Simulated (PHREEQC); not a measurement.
1 kg of water holding 0.25 mol NaCl and 0.097 mol CaCl2 meets 20 L of dry gas (N2 1 by moles) at fixed total pressure, at 25 °C; fugacities by Peng-Robinson. The gases take part in no redox reaction, some water evaporates into the gas, and hydrates or a liquid gas phase aren't modelled. Precipitation was switched off in this run.

The numbers come from PHREEQC with the ion-association model, phreeqc.dat.

```csv
P (atm),dissolved N2 (mol/kgw),φ of N2
2,0.00116,0.999
5,0.00291,0.998
10,0.00578,0.996
20,0.0114,0.992
30,0.0168,0.988
40,0.0221,0.985
50,0.0273,0.982
75,0.0394,0.976
100,0.0508,0.972
150,0.0717,0.970
200,0.0904,0.974
300,0.123,0.998
400,0.152,1.038
```

Complexes and solids missing from the database can't appear.
